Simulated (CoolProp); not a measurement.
Vapour-liquid equilibrium of propylene (1) + R134a (2) at 287.6 K; x and y are mole fractions of (1).

The numbers come from the multi-fluid Helmholtz-energy mixture model, Lemmon 2013 and Tillner-Roth 1994; pair parameters Bell 2016 in CoolProp.

```
x     bubble pressure (kPa)  y at the bubble point  dew pressure at overall composition x (kPa)  liquid density (mol/L)
----  ---------------------  ---------------------  -------------------------------------------  ----------------------
0.05                  549.6                  0.153                                        500.8                       …
0.2                   710.2                  0.411                                            …                   12.05
0.35                  811.7                  0.543                                        667.0                   11.97
0.5                   874.0                  0.631                                            …                   11.95
0.65                  910.5                  0.709                                            …                   11.99
0.8                   924.0                  0.799                                        923.9                   12.12
0.95                  900.8                      …                                        895.8                   12.35
```

Question: Complete the blanks.

Answer: 
- 0.05, liquid density (mol/L): 12.16
- 0.2, dew pressure at overall composition x (kPa): 574.4
- 0.5, dew pressure at overall composition x (kPa): 778.6
- 0.65, dew pressure at overall composition x (kPa): 884.7
- 0.95, y at the bubble point: 0.934

y crosses x between x = 0.65 and 0.8: the model has an azeotrope there.

The pair parameters rest on a limited set of measurements; away from them the model extrapolates.
